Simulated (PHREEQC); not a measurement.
Consider water at 25 °C with 0.2 mol HF, 0.021 mol (CH3)4NF and 0.0014 mol H4SiO4 per kg of water. Closed to the air; pH follows from the charge balance.

Model: ion-association model, wateq4f.dat, run in PHREEQC.

Each row changes one thing in this solution. Precipitation was switched off in this run.

| case | pH | ionic strength (mol/kgw) | HF (mol/kgw) | H2F2 (mol/kgw) | F- (mol/kgw) | HF2- (mol/kgw) | SI of Quartz (SiO2) |
|---|---|---|---|---|---|---|---|
| as made | 2.27 | 0.0285 | 0.113 | 0.0338 | 0.0169 | 0.00739 | -9.16 |
| diluted 2-fold with water | 2.35 | (withheld) | 0.0663 | 0.0115 | 0.0112 | 0.00287 | -8.15 |
| (CH3)4NF from 0.021 to 0.0021 mol/kgw | 1.97 | 0.0155 | 0.113 | 0.0332 | (withheld) | (withheld) | (withheld) |
| H4SiO4 replaced by K2SiO3 at the same molality | 2.32 | 0.0307 | 0.112 | 0.0330 | 0.0185 | 0.00802 | (withheld) |

**Question.** What belongs in the gaps?

**Answer.** 
- diluted 2-fold with water, ionic strength (mol/kgw): 0.0162
- (CH3)4NF from 0.021 to 0.0021 mol/kgw, F- (mol/kgw): 0.00791
- (CH3)4NF from 0.021 to 0.0021 mol/kgw, HF2- (mol/kgw): 0.00343
- (CH3)4NF from 0.021 to 0.0021 mol/kgw, SI of Quartz (SiO2): -8.46
- H4SiO4 replaced by K2SiO3 at the same molality, SI of Quartz (SiO2): -9.23

(CH3)4N+ isn't in the database: it is added as a free cation with an ion size of 4 Å. wateq4f.dat counts part of the HF as a dimer, H2F2, which phreeqc.dat doesn't know; its constant is uncertain. SiF6-2 is the database's only silicon fluoride.
